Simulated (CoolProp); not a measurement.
Values from CoolProp's reference Helmholtz-energy equation of state, Lemmon 2006. It is a short technical equation, of lower accuracy than the large ones.

Task: For R142b, give the phase and the speed of sound (m/s), Joule-Thomson coefficient (K/MPa), expansivity (1/kK), viscosity (µPa s) at 46.95 °C and 54.5 bar.

Result: 
- 46.95 °C and 54.5 bar: liquid; speed of sound 601, Joule-Thomson coefficient -0.167, expansivity 2.37, viscosity 198

Viscosity comes from a separate model (Huber 2003), an estimate that may be off by 10 % or more.
